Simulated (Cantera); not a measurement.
What does this Cantera script print?

```python
import numpy as np
import cantera as ct

gas_names = """
    H H2 Si SiH SiH2 SiH3 SiH4 Si2 Si3
""".split()
cond_names = """
    Si(cr) Si(L)
""".split()


# ... load() reads the species with a 1 bar reference pressure and builds the phases ...
atoms = {
    'Si': {'Si': 1},
    'H2': {'H': 2},
}
top_T = {}  # K; cautious upper limits of use, not melting points


# ... equilibrate(T, P, feed) seeds the gas with the atoms and calls Mixture.equilibrate('TP', solver="vcs", rtol=1e-11, max_steps=5000) ...
results = []
feed = {'Si': 1, 'H2': 4.7}  # mol
T = 1048.15  # K
P = 13332.2  # Pa
mix = equilibrate(T, P, feed)
results.append((T, P, feed, dict(zip(mix.species_names, mix.species_moles))))
x = sorted(zip(gas.X, gas.species_names), reverse=True)
print(f"T = {T:g} K  P = {P:g} Pa  gas = {mix.phase_moles(0):.4g} mol")
print("   x: " + "  ".join(f"{s} {v:.3e}" for v, s in x if v > 0.0001))
print("   condensed (mol): " + ("  ".join(f"{mix.phase(i).name} {mix.phase_moles(i):.4g}"
      for i in range(1, mix.n_phases) if mix.phase_moles(i) > 1e-12) or "none"))
```

Output:

```
T = 1048.15 K  P = 13332.2 Pa  gas = 4.7 mol
   x: H2 1.000e+00
   condensed (mol): Si(cr) 1
```

Method: chemical equilibrium by Gibbs-energy minimisation in Cantera with the NASA 1993 tables (ideal gas, pure condensed phases).
